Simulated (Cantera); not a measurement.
**Carbothermic reduction: Fe2O3 + CH4 + N2**

Input: 1 mol Fe2O3, 1.3 mol CH4, 0.41 mol N2, at 23.0 mbar.

Method: chemical equilibrium by Gibbs-energy minimisation in Cantera with the NASA 1993 tables (ideal gas, pure condensed phases). Candidate condensed phases: C, C6H6, C7H8, C8H18, Fe, Fe(CO)5, FeO, Fe(OH)2, Fe(OH)3, Fe2O3, Fe3O4, H2O; 140 gas species. Each liquid is taken as pure. Mutual solubility and eutectic melting of coexisting phases are not modelled. The tables' stoichiometric FeO is somewhat more stable than real wüstite, so its field is too wide. FeO: taken at fixed stoichiometry. The numbers say what is thermodynamically allowed, not how fast it happens.

From 1275 K to 1575 K the condensed part is Fe(γ) + FeO(s). From 1675 K to 1775 K the condensed part is Fe(δ) + FeO(l). From 1875 K to 2175 K the condensed part is Fe(l) + FeO(l). From 2275 K to 2375 K the condensed part is FeO(l). The main Fe-bearing gas is Fe(OH)2 at 1275 K and Fe at 2375 K.

```json
[
 {"T (K)": "1275", "x H2": "0.459", "x Fe": "2.30e-8", "x CO": "0.254", "x H2O": "0.145", "x N2": "0.0951", "x CO2": "0.0481", "x H": "3.29e-6", "x FeO": "9.25e-12", "n Fe(γ)": "1.13", "n FeO(s)": "0.869", "n Fe(δ)": "0", "n FeO(l)": "0", "n Fe(l)": "0"},
 {"T (K)": "1375", "x H2": "0.442", "x Fe": "3.57e-7", "x CO": "0.257", "x H2O": "0.161", "x N2": "0.0951", "x CO2": "0.0451", "x H": "1.50e-5", "x FeO": "2.88e-10", "n Fe(γ)": "1.19", "n FeO(s)": "0.812", "n Fe(δ)": "0", "n FeO(l)": "0", "n Fe(l)": "0"},
 {"T (K)": "1475", "x H2": "0.428", "x Fe": "3.80e-6", "x CO": "0.259", "x H2O": "0.175", "x N2": "0.0951", "x CO2": "0.0426", "x H": "5.60e-5", "x FeO": "5.54e-9", "n Fe(γ)": "1.24", "n FeO(s)": "0.763", "n Fe(δ)": "0", "n FeO(l)": "0", "n Fe(l)": "0"},
 {"T (K)": "1575", "x H2": "0.416", "x Fe": "2.97e-5", "x CO": "0.261", "x H2O": "0.187", "x N2": "0.0951", "x CO2": "0.0404", "x H": "0.000177", "x FeO": "7.22e-8", "n Fe(γ)": "1.28", "n FeO(s)": "0.721", "n Fe(δ)": "0", "n FeO(l)": "0", "n Fe(l)": "0"},
 {"T (K)": "1675", "x H2": "0.409", "x Fe": "0.000180", "x CO": "0.264", "x H2O": "0.193", "x N2": "0.0951", "x CO2": "0.0376", "x H": "0.000490", "x FeO": "6.67e-7", "n Fe(γ)": "0", "n FeO(s)": "0", "n Fe(δ)": "1.30", "n FeO(l)": "0.704", "n Fe(l)": "0"},
 {"T (K)": "1775", "x H2": "0.412", "x Fe": "0.000886", "x CO": "0.268", "x H2O": "0.189", "x N2": "0.0950", "x CO2": "0.0331", "x H": "0.00123", "x FeO": "4.40e-6", "n Fe(γ)": "0", "n FeO(s)": "0", "n Fe(δ)": "1.26", "n FeO(l)": "0.740", "n Fe(l)": "0"},
 {"T (K)": "1875", "x H2": "0.410", "x Fe": "0.00353", "x CO": "0.270", "x H2O": "0.189", "x N2": "0.0947", "x CO2": "0.0302", "x H": "0.00277", "x FeO": "2.35e-5", "n Fe(γ)": "0", "n FeO(s)": "0", "n Fe(δ)": "0", "n FeO(l)": "0.751", "n Fe(l)": "1.23"},
 {"T (K)": "1975", "x H2": "0.403", "x Fe": "0.0119", "x CO": "0.269", "x H2O": "0.188", "x N2": "0.0937", "x CO2": "0.0280", "x H": "0.00573", "x FeO": "0.000105", "n Fe(γ)": "0", "n FeO(s)": "0", "n Fe(δ)": "0", "n FeO(l)": "0.751", "n Fe(l)": "1.20"},
 {"T (K)": "2075", "x H2": "0.388", "x Fe": "0.0356", "x CO": "0.263", "x H2O": "0.184", "x N2": "0.0911", "x CO2": "0.0257", "x H": "0.0109", "x FeO": "0.000401", "n Fe(γ)": "0", "n FeO(s)": "0", "n Fe(δ)": "0", "n FeO(l)": "0.751", "n Fe(l)": "1.09"},
 {"T (K)": "2175", "x H2": "0.357", "x Fe": "0.0957", "x CO": "0.247", "x H2O": "0.171", "x N2": "0.0849", "x CO2": "0.0227", "x H": "0.0192", "x FeO": "0.00134", "n Fe(γ)": "0", "n FeO(s)": "0", "n Fe(δ)": "0", "n FeO(l)": "0.750", "n Fe(l)": "0.781"},
 {"T (K)": "2275", "x H2": "0.292", "x Fe": "0.223", "x CO": "0.209", "x H2O": "0.148", "x N2": "0.0719", "x CO2": "0.0192", "x H": "0.0302", "x FeO": "0.00403", "n Fe(γ)": "0", "n FeO(s)": "0", "n Fe(δ)": "0", "n FeO(l)": "0.706", "n Fe(l)": "0"},
 {"T (K)": "2375", "x H2": "0.201", "x Fe": "0.275", "x CO": "0.179", "x H2O": "0.189", "x N2": "0.0654", "x CO2": "0.0288", "x H": "0.0417", "x FeO": "0.0109", "n Fe(γ)": "0", "n FeO(s)": "0", "n Fe(δ)": "0", "n FeO(l)": "0.208", "n Fe(l)": "0"}
]
```
x: gas mole fraction; n: condensed amount in mol.
